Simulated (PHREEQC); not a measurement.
Model water analysis in mg/L, 20 °C, pH 6.65, pe 9.5: Na 0.136; K 0.00327; Ca 0.15; Mg 0.0471; Cl 0.14; S(6) as SO4 0.313; Alkalinity as HCO3 0.439; Cu(2) 0.000207; Si as SiO2 0.0195; O(0) (dissolved oxygen) 0.00946.

Valence states are taken as typed.

The numbers come from PHREEQC with the ion-association model, wateq4f.dat.

```
quantity               before     after
-------------------  --------  --------
CO2 (mol/kgw)         3.96e-6   1.94e-6
Cu+2 (mol/kgw)        2.23e-9   1.19e-9
CaSO4 (mol/kgw)       2.21e-9   2.21e-9
CO3-2 (mol/kgw)       1.41e-9   2.76e-9
Cu(OH)2 (mol/kgw)    9.07e-10   1.94e-9
H3SiO4- (mol/kgw)    1.80e-10  3.58e-10
SI of Quartz (SiO2)     -2.43     -2.43
```

Question: What was changed between the two runs?
A) K from 0.00327 to 0.00163 mg/L
B) temperature from 20 to 25 °C at the same typed pH
C) pH from 6.65 to 6.95 at the same alkalinity

Answer: C, pH from 6.65 to 6.95 at the same alkalinity

No solid was allowed to form. The database's constant for dissolved Cu(OH)2 is higher than later reviews accept.
